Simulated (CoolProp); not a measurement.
Vapour-liquid equilibrium of ethylene (1) + propylene (2) at 320 kPa; x and y are mole fractions of (1).

Model: multi-fluid Helmholtz-energy mixture model, Smukala 2000 and Lemmon 2013; pair parameters Bell 2016, in CoolProp.

### Question
Give the bubble temperature and the first vapour's composition at x = 0.15, 0.65, 0.85. Is there an azeotrope?

### Answer
x = 0.15: -40.9 °C, y = 0.617; x = 0.65: -72.1 °C, y = 0.962; x = 0.85: -77.8 °C, y = 0.987. No azeotrope shows between x = 0.05 and 0.95.

Pair parameters are fitted to limited data, so mixtures are less certain than the pure fluids. The gap from Raoult's law changes sign with composition, which may be real or a fault of the pair parameters; it wasn't checked against measurements.
